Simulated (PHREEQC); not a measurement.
Consider water at 40 °C with 0.0036 mol H2SO4, 0.032 mol KH2PO4 and 0.0031 mol Ca(HCO3)2 per kg of water. Closed to the air; pH follows from the charge balance.

The numbers come from PHREEQC with the ion-association model, phreeqc.dat.

The ionic strength comes out as 0.0414 mol/kgw. What activity coefficients do HCO3-, KSO4-, SO4-2, H+, H2PO4- get?

HCO3- 0.84, KSO4- 0.84, SO4-2 0.48, H+ 0.86, H2PO4- 0.84.

Precipitation was switched off in this run. Away from 25 °C the constants follow the database's enthalpies or fits; those with neither stay at their 25 °C values.
